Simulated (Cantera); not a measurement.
A closed system holds: 1 mol MgCO3, 0.21 mol C, 3.1 mol O2, at 1850 K and 1600 Pa.

Method: chemical equilibrium by Gibbs-energy minimisation in Cantera with the NASA 1993 tables (ideal gas, pure condensed phases). Kinetics and transport are ignored.

```tsv
species	before	after
O2	0.704	0.705
CO2	0.294	0.295
O	0.00128	1.59e-7
CO	0.000943	4.63e-8
MgO(s), mol	1.000	1.00
```
Gas species are given as mole fractions.

Which change was made?
A. C from 0.21 to 0.87 mol
B. temperature from 1850 K to 1198 K
C. pressure from 1600 Pa to 26.0 Pa
D. C from 0.21 to 0.65 mol

B, temperature from 1850 K to 1198 K
